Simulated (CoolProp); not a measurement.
Aqueous ethylene glycol as a coolant, 29 % by mass, freezing at -13.8 °C, 1 atm.

Values from CoolProp's Melinder's fits for secondary coolants.

```json
[
 {"T (°C)": "-10.3", "cp (kJ/(kg K))": "3.649", "conductivity (W/(m K))": "0.439", "viscosity (mPa s)": "6.38", "Prandtl number": "53.0"},
 {"T (°C)": "-3.4", "cp (kJ/(kg K))": "3.670", "conductivity (W/(m K))": "0.446", "viscosity (mPa s)": "4.77", "Prandtl number": "39.2"},
 {"T (°C)": "3.6", "cp (kJ/(kg K))": "3.690", "conductivity (W/(m K))": "0.453", "viscosity (mPa s)": "3.64", "Prandtl number": "29.6"},
 {"T (°C)": "10.6", "cp (kJ/(kg K))": "3.710", "conductivity (W/(m K))": "0.460", "viscosity (mPa s)": "2.84", "Prandtl number": "22.9"},
 {"T (°C)": "17.5", "cp (kJ/(kg K))": "3.730", "conductivity (W/(m K))": "0.467", "viscosity (mPa s)": "2.28", "Prandtl number": "18.2"},
 {"T (°C)": "24.5", "cp (kJ/(kg K))": "3.750", "conductivity (W/(m K))": "0.473", "viscosity (mPa s)": "1.85", "Prandtl number": "14.7"},
 {"T (°C)": "31.5", "cp (kJ/(kg K))": "3.769", "conductivity (W/(m K))": "0.480", "viscosity (mPa s)": "1.54", "Prandtl number": "12.1"}
]
```
